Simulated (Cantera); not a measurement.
Feed: 1 mol BN, a varied amount of F2, 1.1 mol H2, equilibrated at 1350 K and 0.100 bar.

Method: chemical equilibrium by Gibbs-energy minimisation in Cantera with the NASA 1993 tables (ideal gas, pure condensed phases). Candidate condensed phases: B, BN; 31 gas species. The numbers say what is thermodynamically allowed, not how fast it happens.

**Question.** At 2.7 mol F2, list the 5 most abundant gas species with their mole fractions, and the condensed phases.

**Answer.** HF 0.564, BF3 0.256, N2 0.128, F 0.0510, F2 0.000154. Condensed: gas only.
